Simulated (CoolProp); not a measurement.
The numbers come from the reference Helmholtz-energy equation of state, Lemmon 2004 in CoolProp. It is a short technical equation, of lower accuracy than the large ones.

### Question
Give the vapour pressure (MPa), liquid density (kg/m³), vapour Z, vapour viscosity (µPa s) of saturated n-dodecane at 515.8, 580 K.

### Answer
```tsv
T (K)	p (MPa)	liquid density (kg/m³)	vapour Z	vapour viscosity (µPa s)
515.8	0.183	568	0.890	7.82
580	0.591	493	0.745	8.94
```

Viscosity comes from a separate model (Huber 2004).
